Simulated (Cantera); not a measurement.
Input (Python, Cantera) and output of one run.

```python
import numpy as np
import cantera as ct

gas_names = """
    H H2 Si SiH SiH2 SiH3 SiH4 Si2 Si3
""".split()
cond_names = """
    Si(cr) Si(L)
""".split()


# ... load() reads the species with a 1 bar reference pressure and builds the phases ...
atoms = {
    'Si2H6': {'Si': 2, 'H': 6},
    'H2': {'H': 2},
}
top_T = {}  # K; cautious upper limits of use, not melting points


# ... equilibrate(T, P, feed) seeds the gas with the atoms and calls Mixture.equilibrate('TP', solver="vcs", rtol=1e-11, max_steps=5000) ...
results = []
feed = {'Si2H6': 1, 'H2': 3.2}  # mol
T = 1175  # K
P = 10000  # Pa
mix = equilibrate(T, P, feed)
results.append((T, P, feed, dict(zip(mix.species_names, mix.species_moles))))
x = sorted(zip(gas.X, gas.species_names), reverse=True)
print(f"T = {T:g} K  P = {P:g} Pa  gas = {mix.phase_moles(0):.4g} mol")
print("   x: " + "  ".join(f"{s} {v:.3e}" for v, s in x if v > 0.001))
print("   condensed (mol): " + ("  ".join(f"{mix.phase(i).name} {mix.phase_moles(i):.4g}"
      for i in range(1, mix.n_phases) if mix.phase_moles(i) > 1e-12) or "none"))
```

Output:

```
T = 1175 K  P = 10000 Pa  gas = 6.2 mol
   x: H2 1.000e+00
   condensed (mol): Si(cr) 2
```

Method: chemical equilibrium by Gibbs-energy minimisation in Cantera with the NASA 1993 tables (ideal gas, pure condensed phases). The feed counts by its element totals alone.
